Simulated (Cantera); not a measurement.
Predominance diagram of Li at 1025 K against the partial pressures of O₂ and Cl₂ (log10, bar). Standard-state values (1 bar) from the NASA 1993 polynomials, evaluated with Cantera. Candidates: Li(l), LiCl(l), Li₂O(s). Only these pure phases compete in this equilibrium. Not in the tables: the peroxide.

Which phase is stable at these pairs, and which metal-bearing vapour leads over it? (-23.8, -17.6); (-20.2, -41); (-25, -20.5); (-16.7, -14.6); (-19, -11.7); (-15.5, -32.2); (-1.2, -14.6)


```csv
log p(O₂),log p(Cl₂),phase,chief vapour,log p (bar)
-23.8,-17.6,LiCl(l),Li₂Cl₂,-3.3
-20.2,-41,Li₂O(s),Li,-9.5
-25,-20.5,LiCl(l),Li₂Cl₂,-3.3
-16.7,-14.6,LiCl(l),Li₂Cl₂,-3.3
-19,-11.7,LiCl(l),Li₂Cl₂,-3.3
-15.5,-32.2,Li₂O(s),Li,-10.7
-1.2,-14.6,Li₂O(s),LiCl,-5.5
```
